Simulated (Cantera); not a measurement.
Reactions in the system C-H-Ni-S

Cantera with NASA thermochemical tables; ideal gases at 1 bar, condensed phases pure. Values are per mole of reaction as written; species without (g) are pure solids or liquids, kept so even where they would boil at 1 bar.

3 Ni + 6 H2S(g) + C6H6(g) ⇌ 3 NiS2 + 3 C2H6(g)

```
T (K)  ΔH° (kJ)  ΔS° (J/K)  ΔG° (kJ)  log10 K
-----  --------  ---------  --------  -------
300      -605.6     -689.8    -398.6    69.40
373      -605.3     -689.2    -348.3    48.77
398      -605.3     -689.0    -331.1    43.45
423      -605.2     -688.9    -313.8    38.75
448      -605.2     -688.7    -296.6    34.58
473      -605.1     -688.5    -279.4    30.85
498      -605.0     -688.3    -262.2    27.50
523      -604.8     -688.1    -245.0    24.47
548      -604.7     -687.9    -227.8    21.71
```

NiS ⇌ Ni + S

| T (K) | ΔH° (kJ) | ΔS° (J/K) | ΔG° (kJ) | log10 K | condensed phases |
|---|---|---|---|---|---|
| 300 | 87.9 | 9.0 | 85.2 | -14.83 | NiS(s), Ni(s), S(s) |
| 373 | 88.4 | 10.5 | 84.5 | -11.83 | NiS(s), Ni(s), S(s) |
| 398 | 90.3 | 15.4 | 84.2 | -11.05 | NiS(s), Ni(s), S(l) |
| 423 | 90.7 | 16.2 | 83.8 | -10.35 | NiS(s), Ni(s), S(l) |
| 448 | 91.1 | 17.2 | 83.4 | -9.72 | NiS(s), Ni(s), S(l) |
| 473 | 91.5 | 18.2 | 82.9 | -9.16 | NiS(s), Ni(s), S(l) |
| 498 | 92.0 | 19.1 | 82.5 | -8.65 | NiS(s), Ni(s), S(l) |
| 523 | 92.4 | 20.0 | 82.0 | -8.19 | NiS(s), Ni(s), S(l) |
| 548 | 92.9 | 20.8 | 81.5 | -7.77 | NiS(s), Ni(s), S(l) |

9 NiS + 3 H2S(g) + C2H2(g) ⇌ 2 CH4(g) + 3 Ni3S4

| T (K) | ΔH° (kJ) | ΔS° (J/K) | ΔG° (kJ) | log10 K |
|---|---|---|---|---|
| 300 | -428.4 | -362.9 | -319.6 | 55.64 |
| 373 | -428.6 | -363.3 | -293.0 | 41.04 |
| 398 | -428.4 | -363.0 | -284.0 | 37.27 |
| 423 | -428.2 | -362.4 | -274.9 | 33.95 |
| 448 | -427.8 | -361.5 | -265.9 | 31.00 |
| 473 | -427.3 | -360.3 | -256.8 | 28.36 |
| 498 | -426.6 | -358.9 | -247.8 | 26.00 |
| 523 | -425.8 | -357.3 | -238.9 | 23.86 |
| 548 | -424.8 | -355.5 | -230.0 | 21.92 |
